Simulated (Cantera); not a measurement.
An isothermal, constant-pressure homogeneous reactor starts with H2 : O2 : N2 = 1.4 : 1 : 14 (molar parts), at 825 K and 90.0 Torr. Integrator tolerance rtol = 1e-08.

Cantera simulation using the H2/O2 subset of GRI-Mech 3.0, which has no nitrogen chemistry; the numbers are that mechanism's predictions, not measurements. Radical loss at walls, strong at low pressure, is not modelled. Below about 950 K walls govern HO2 and H2O2 in real vessels. The temperature is held fixed by assumption; the heat of reaction is taken as removed at once.

```json
[
 {"quantity": "x(H2) at 4.00 s", "before": "0.00212 (gas-phase equilibrium <1e-12)", "after": "0.000304 (gas-phase equilibrium <1e-12)"},
 {"quantity": "x(O2) at 4.00 s", "before": "0.0201 (gas-phase equilibrium 0.0191)", "after": "0.0193 (gas-phase equilibrium 0.0191)"},
 {"quantity": "x(H2O2) at 4.00 s", "before": "1.35e-5 (gas-phase equilibrium <1e-12)", "after": "3.49e-6 (gas-phase equilibrium 1.26e-12)"},
 {"quantity": "x(H) at 4.00 s", "before": "5.72e-8 (gas-phase equilibrium <1e-12)", "after": "3.15e-8 (gas-phase equilibrium <1e-12)"},
 {"quantity": "x(H2O) at 4.00 s", "before": "0.0869 (gas-phase equilibrium 0.0892)", "after": "0.0889 (gas-phase equilibrium 0.0892)"},
 {"quantity": "x(HO2) at 4.00 s", "before": "2.59e-6 (gas-phase equilibrium 2.89e-12)", "after": "1.55e-6 (gas-phase equilibrium 5.10e-12)"},
 {"quantity": "x(O) at 4.00 s", "before": "4.73e-8 (gas-phase equilibrium <1e-12)", "after": "7.05e-8 (gas-phase equilibrium <1e-12)"}
]
```

Problem. Which change was made?
A. temperature 825 to 850 K
B. N2 14 to 50 parts
C. pressure from 90.0 Torr to 143 Torr
D. pressure from 90.0 Torr to 1.00 bar

Solution. A, temperature 825 to 850 K
